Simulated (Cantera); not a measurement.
Feed: 1 mol SiHCl3, 19 mol NH3, 21 mol H2, held at 1.90 mbar.

Cantera equilibrium calculation (NASA polynomials, part measured and part estimated; ideal gas, pure solids and liquids). Candidate condensed phases: NH4Cl, Si, Si3N4; 28 gas species. Mutual solubility and eutectic melting of coexisting phases are not modelled. Gases not in the tables: Si2H6 and higher silanes. Rates play no part.

Q: What share of the Si ends up in condensed phases as a function of T (K), at 1098, 1198, 1298, 1398, 1498, 1598, 1698, 1798, 1898, 1998, 2098?

A: 
```csv
T (K),Si condensed (%),as
1098,100.0,Si3N4(s)
1198,99.9,Si3N4(s)
1298,99.3,Si3N4(s)
1398,96.2,Si3N4(s)
1498,85.5,Si3N4(s)
1598,63.1,Si(s) + Si3N4(s)
1698,59.8,Si(l)
1798,53.7,Si(l)
1898,22.6,Si(l)
1998,0.0,-
2098,0.0,-
```
